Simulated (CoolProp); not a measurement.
Vapour-liquid equilibrium of isobutane (1) + R245fa (2) at 1.67 MPa; x and y are mole fractions of (1).

The numbers come from the multi-fluid Helmholtz-energy mixture model, Bücker 2006 and Akasaka 2015; pair parameters Bell 2016 in CoolProp.

| x | bubble temperature (°C) | y at the bubble point | dew temperature at overall composition x (°C) | liquid density (mol/L) |
|---|---|---|---|---|
| 0.05 | 107.1 | 0.122 | 110.5 | 7.801 |
| 0.125 | 100.0 | 0.266 | 106.9 | 7.861 |
| 0.2 | 94.9 | 0.369 | 103.3 | 7.867 |
| 0.275 | 91.3 | 0.445 | 99.6 | 7.838 |
| 0.35 | 88.8 | 0.502 | 95.9 | 7.790 |
| 0.425 | 87.0 | 0.549 | 92.3 | 7.738 |
| 0.5 | 85.7 | 0.590 | 88.9 | 7.693 |
| 0.575 | 84.9 | 0.630 | 86.2 | [?] |
| 0.65 | 84.4 | 0.670 | 84.6 | 7.650 |
| 0.725 | 84.3 | 0.715 | 84.4 | 7.657 |
| 0.8 | 84.8 | 0.768 | 85.3 | 7.680 |
| 0.875 | 86.0 | [?] | 87.0 | 7.709 |
| 0.95 | [?] | 0.923 | [?] | 7.731 |

Task: Fill in the missing entries.

Result: 
- 0.575, liquid density (mol/L): 7.662
- 0.875, y at the bubble point: 0.834
- 0.95, bubble temperature (°C): 88.4
- 0.95, dew temperature at overall composition x (°C): 89.2

y crosses x between x = 0.65 and 0.725: the model has an azeotrope there.

Pair parameters are fitted to limited data, so mixtures are less certain than the pure fluids.
